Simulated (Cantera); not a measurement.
**Hydrogen reduction and annealing atmospheres: FeS₂ + H₂ + N₂**

Feed: 1 mol FeS₂, 14 mol H₂, a varied amount of N₂, equilibrated at 1450 K and 6.60 bar.

Equilibrium computed with Cantera from the NASA thermochemical tables; the gas is ideal and each condensed phase is pure. Candidate condensed phases: Fe, FeS, FeS₂, S; 16 gas species. FeS: taken at fixed stoichiometry. Kinetics and transport are ignored.

From 2.2 mol N₂ to 90 mol N₂ the condensed part is FeS(s).

```json
[
 {"n(N₂) (mol)": "2.2", "x N₂": "0.136", "x H₂": "0.802", "x H₂S": "0.0616", "x NH₃": "0.000127", "x SH": "7.56e-5", "x S₂": "4.09e-5", "n FeS(s)": "1.00"},
 {"n(N₂) (mol)": "4.1", "x N₂": "0.226", "x H₂": "0.718", "x H₂S": "0.0551", "x NH₃": "0.000138", "x SH": "7.15e-5", "x S₂": "4.09e-5", "n FeS(s)": "1.00"},
 {"n(N₂) (mol)": "7.7", "x N₂": "0.355", "x H₂": "0.599", "x H₂S": "0.0459", "x NH₃": "0.000132", "x SH": "6.53e-5", "x S₂": "4.09e-5", "n FeS(s)": "1.00"},
 {"n(N₂) (mol)": "14", "x N₂": "0.500", "x H₂": "0.464", "x H₂S": "0.0356", "x NH₃": "0.000107", "x SH": "5.74e-5", "x S₂": "4.08e-5", "n FeS(s)": "1.00"},
 {"n(N₂) (mol)": "26", "x N₂": "0.650", "x H₂": "0.325", "x H₂S": "0.0249", "x NH₃": "7.14e-5", "x SH": "4.80e-5", "x S₂": "4.07e-5", "n FeS(s)": "1.00"},
 {"n(N₂) (mol)": "49", "x N₂": "0.778", "x H₂": "0.206", "x H₂S": "0.0158", "x NH₃": "3.95e-5", "x SH": "3.82e-5", "x S₂": "4.05e-5", "n FeS(s)": "1.00"},
 {"n(N₂) (mol)": "90", "x N₂": "0.865", "x H₂": "0.125", "x H₂S": "0.00951", "x NH₃": "1.97e-5", "x SH": "2.96e-5", "x S₂": "4.02e-5", "n FeS(s)": "1.00"}
]
```
x: gas mole fraction; n: condensed amount in mol.
